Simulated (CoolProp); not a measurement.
Vapour-liquid equilibrium of R1234yf (1) + R134a (2) at 11.7 kPa; x and y are mole fractions of (1).

Values from CoolProp's multi-fluid Helmholtz-energy mixture model, Lemmon 2022 and Tillner-Roth 1994; pair parameters Bell 2022.

### Question
Give the bubble temperature and the first vapour's composition at x = 0.2, 0.5, 0.8. Is there an azeotrope?

### Answer
x = 0.2: -66.7 °C, y = 0.299; x = 0.5: -68.4 °C, y = 0.578; x = 0.8: -69.2 °C, y = 0.815. y crosses x between x = 0.8 and 0.95: the model has an azeotrope there.

The pair parameters rest on a limited set of measurements; away from them the model extrapolates.
